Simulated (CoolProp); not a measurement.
The numbers come from the reference Helmholtz-energy equation of state, Gao 2022 in CoolProp.

**Question.** For n-perfluorohexane, give the phase and the density (kg/m³), cp (kJ/(kg K)), cv (kJ/(kg K)), speed of sound (m/s) at 231.3 K and 756 kPa; 294.5 K and 4780 kPa.

**Answer.** 
- 231.3 K and 756 kPa: liquid; density 1860, cp 0.942, cv 0.749, speed of sound 694
- 294.5 K and 4780 kPa: liquid; density 1710, cp 1.03, cv 0.847, speed of sound 556
